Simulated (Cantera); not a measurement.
Charge: 1 mol Si(CH3)4, 0.0066 mol C2H2, 11 mol H2, equilibrated at 0.00440 bar.

Equilibrium computed with Cantera from the NASA thermochemical tables; the gas is ideal and each condensed phase is pure. Candidate condensed phases: C, C6H6, C7H8, C8H18, Si, SiC; 87 gas species. Gases not in the tables: Si2H6 and higher silanes. The numbers say what is thermodynamically allowed, not how fast it happens. All values below are at 2323 K.

Base state: H2 0.801, H 0.147, Si 0.0384, SiC2 0.00573, C2H2 (acetylene) 0.00388, Si2C 0.00324, SiH 0.000803, Si2 0.000114 (mole fractions); condensed: C(graphite).

### Question
What changes in the equilibrium state with this change: pressure from 0.00440 bar to 0.160 bar?

### Answer
```tsv
species	before	after
H2	0.801	0.967
H	0.147	0.0268
C2H2 (acetylene)	0.00388	0.00468
Si	0.0384	0.00109
CH4	5.78e-7	3.06e-5
SiC2	0.00573	0.000163
Si2	0.000114	3.35e-6
Si2C	0.00324	9.51e-5
CH3	1.98e-6	1.59e-5
C(graphite), mol	3.58	2.87
SiC(s), mol	0	0.971
```

### Question
What changes in the equilibrium state with this change: pressure from 0.00440 bar to 0.133 bar?

### Answer
| species | before | after |
|---|---|---|
| H2 | 0.801 | 0.964 |
| H | 0.147 | 0.0293 |
| C2H2 (acetylene) | 0.00388 | 0.00467 |
| Si | 0.0384 | 0.00131 |
| CH4 | 5.78e-7 | 2.54e-5 |
| SiC2 | 0.00573 | 0.000195 |
| Si2 | 0.000114 | 4.02e-6 |
| C(graphite), mol | 3.58 | 2.88 |
| SiC(s), mol | 0 | 0.966 |
